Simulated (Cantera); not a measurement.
Input: 1 mol SiHCl3, 0.95 mol NH3, at 2075 K and 83.0 Pa.

These are equilibrium values from Cantera (NASA tables, ideal gas, pure condensed phases), not measurements of a reactor. Candidate condensed phases: NH4Cl, Si, Si3N4; 28 gas species. The tables' values for SiCl, SiCl3, SiN are old estimates; treat these amounts as uncertain. Gases not in the tables: Si2H6 and higher silanes. The numbers say what is thermodynamically allowed, not how fast it happens.

Base state: H2 0.285, HCl 0.284, SiCl2 0.185, N2 0.111, H 0.0493, Si 0.0365, Cl 0.0363, SiCl 0.0117 (mole fractions); condensed: gas only.

### Question
What changes in the equilibrium state with this change: NH3 from 0.95 to 29 mol?

### Answer
```tsv
species	before	after
H2	0.285	0.636
N2	0.111	0.229
H	0.0493	0.0737
HCl	0.284	0.0419
SiCl2	0.185	0.000707
SiCl	0.0117	0.000454
Cl	0.0363	0.00358
Si	0.0365	0.0143
SiCl3	0.000506	1.91e-7
Si2	0.000134	2.06e-5
Si2N	2.80e-5	6.19e-6
SiN	7.68e-5	4.32e-5
SiH	0.000321	0.000188
```
The tables' values for SiCl, SiN are old estimates; treat these amounts as uncertain.

### Question
What changes in the equilibrium state with this change: SiHCl3 replaced by trisilylamine?

### Answer
```json
[
 {"species": "H2", "before": "0.285", "after": "0.679"},
 {"species": "Si", "before": "0.0365", "after": "0.123"},
 {"species": "N2", "before": "0.111", "after": "0.118"},
 {"species": "HCl", "before": "0.284", "after": "0"},
 {"species": "SiCl2", "before": "0.185", "after": "0"},
 {"species": "Cl", "before": "0.0363", "after": "0"},
 {"species": "SiCl", "before": "0.0117", "after": "0"},
 {"species": "H", "before": "0.0493", "after": "0.0762"},
 {"species": "SiCl3", "before": "0.000506", "after": "0"},
 {"species": "Si3", "before": "8.21e-6", "after": "0.000313"},
 {"species": "Si2N", "before": "2.80e-5", "after": "0.000326"},
 {"species": "Si(l), mol", "before": "0", "after": "1.93"}
]
```
The feed counts by its element totals alone. The tables' values for SiN are old estimates; treat these amounts as uncertain.
